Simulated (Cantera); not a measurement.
Input: 1 mol Al, 3.7 mol NH3, 40 mol H2, 46 mol N2O, at 84.0 Pa.

Equilibrium computed with Cantera from the NASA thermochemical tables; the gas is ideal and each condensed phase is pure. Candidate condensed phases: Al, AlN, Al2O3, H2O; 35 gas species. Rates play no part. All values below are at 1227 °C.

Base state: N2 0.512, H2O 0.476, H2 0.0113, OH 7.78e-5, H 6.45e-5 (mole fractions); condensed: Al2O3(s).

Problem. What changes in the equilibrium state with this change: NH3 from 3.7 to 0.32 mol?

Solution. 
| species | before | after |
|---|---|---|
| N2 | 0.512 | 0.520 |
| H2O | 0.476 | 0.456 |
| O2 | 7.61e-6 | 0.0225 |
| H2 | 0.0113 | 0.000199 |
| NO | 5.94e-6 | 0.000325 |
| O | 3.86e-7 | 2.10e-5 |
| H | 6.45e-5 | 8.56e-6 |
| OH | 7.78e-5 | 0.000561 |
| Al2O3(s), mol | 0.500 | 0.500 |
